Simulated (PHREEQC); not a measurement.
Model water analysis in mmol/kgw, 60 °C, pH 3.54, pe 9.9: Na 1.14; K 0.15; Ca 2.06; Mg 0.179; Cl 0.438; S(6) 3.25; Zn 0.162; B 0.0008; Mn(2) 0.00268; Al 0.141; Si 0.0883.

Valence states are taken as typed.

All values are PHREEQC results (ion-association model, phreeqc.dat), not measurements.

Each row changes one thing in this solution. No solid was allowed to form.

| case | ionic strength (mol/kgw) | SO4-2 (mol/kgw) | Ca+2 (mol/kgw) | CaSO4 (mol/kgw) | Zn+2 (mol/kgw) | HSO4- (mol/kgw) | SI of Quartz (SiO2) | SI of Gibbsite (Al(OH)3) |
|---|---|---|---|---|---|---|---|---|
| as made | 0.0101 | 0.00250 | 0.00166 | 0.000395 | 0.000123 | 0.000120 | -0.53 | -0.67 |
| Si from 0.0883 to 0.0442 mmol/kgw | 0.0101 | 0.00250 | 0.00166 | 0.000395 | 0.000123 | 0.000120 | -0.83 | -0.67 |
| all concentrations times 2 at the same typed pH | 0.0186 | 0.00467 | 0.00306 | 0.00105 | 0.000220 | 0.000203 | -0.23 | -0.58 |
| Mn(2) from 0.00268 to 0.00134 mmol/kgw | 0.0101 | 0.00250 | 0.00166 | 0.000395 | 0.000123 | 0.000120 | -0.53 | -0.67 |

Constants without temperature data keep their 25 °C values here.
